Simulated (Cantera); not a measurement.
An isothermal, constant-pressure homogeneous reactor starts with NH₃ : H₂ = 1 : 0.35 (molar parts), at 1875 K and 13000 Pa.

Cantera simulation using the gas-phase N/H chemistry of the illustrative SiF4/NH3 mechanism in the Surface Chemkin manual (1991); the numbers are that mechanism's predictions, not measurements. Walls and surfaces, which speed up NH3 decomposition in real reactors, are not modelled.

x: mole fraction; the columns are a selection and need not sum to one.

```
t (s)        x NH₃   x H₂      x NH    x N₂H₄       x N
--------  --------  -----  --------  --------  --------
4.00e-6      0.741  0.259  1.45e-11    <1e-12    <1e-12
2.87e-5      0.741  0.259         ?  2.31e-11  1.02e-12
0.000206     0.741  0.259         ?   1.32e-9  8.27e-10
0.00147      0.740  0.260         ?   4.17e-8   1.28e-7
0.0106       0.730  0.266   5.82e-6   5.87e-8   2.11e-7
0.0757       0.669  0.310   5.78e-6   5.21e-8   2.25e-7
0.543        0.383  0.514         ?   2.51e-8   2.70e-7
3.89        0.0274  0.767         ?  7.20e-10   2.92e-7
27.9      0.000133  0.786         ?    <1e-12   2.13e-8
200        1.38e-5  0.786         ?    <1e-12   2.22e-9
```

**Question.** Some entries are withheld; supply them.

**Answer.** 
- 2.87e-5, x NH: 2.02e-9
- 0.000206, x NH: 1.40e-7
- 0.00147, x NH: 4.16e-6
- 0.543, x NH: 5.20e-6
- 3.89, x NH: 2.21e-6
- 27.9, x NH: 6.49e-8
- 200, x NH: 6.78e-9
